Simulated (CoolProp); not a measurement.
Vapour pressure (bar) of dimethyl carbonate: the reference equation beside estimates from Tc = 557.0 K, pc = 49.09 bar, ω = 0.346. Clausius-Clapeyron is anchored at 435.8 K with a constant enthalpy of vaporisation of 28.71 kJ/mol.

Computed with CoolProp (reference Helmholtz-energy equation of state, Zhou 2011).

```
T (K)  reference  Lee-Kesler  Clausius-Clapeyron  Redlich-Kwong  Soave-Redlich-Kwong  Peng-Robinson
-----  ---------  ----------  ------------------  -------------  -------------------  -------------
396.9      2.661       2.673               3.025          4.979                2.670          2.661
409.9      3.680       3.718               3.986          6.457                3.717          3.690
422.8      4.963       5.038               5.154          8.208                5.043          4.994
435.8      6.576       6.699               6.576          10.28                6.719          6.641
448.7      8.544       8.722               8.259          12.68                8.769          8.656
461.6      10.93       11.17               10.24          15.43                11.26          11.11
474.6      13.81       14.12               12.57          18.60                14.27          14.08
487.5      17.21       17.59               15.24          22.14                17.81          17.58
500.5      21.26       21.70               18.32          26.14                22.01          21.75
513.4      25.98       26.47               21.78          30.56                26.85          26.58
526.4      31.56       32.07               25.72          35.49                32.48          32.22
539.3      38.06       38.52               30.09          40.88                38.87          38.68
```

Absolute difference from the reference over all 12 rows, mean and median: Lee-Kesler 1.7 and 1.9 %, Clausius-Clapeyron 10.4 and 10.2 %, Redlich-Kwong 41.5 and 37.9 %, Soave-Redlich-Kwong 2.5 and 2.8 %, Peng-Robinson 1.4 and 1.6 %.
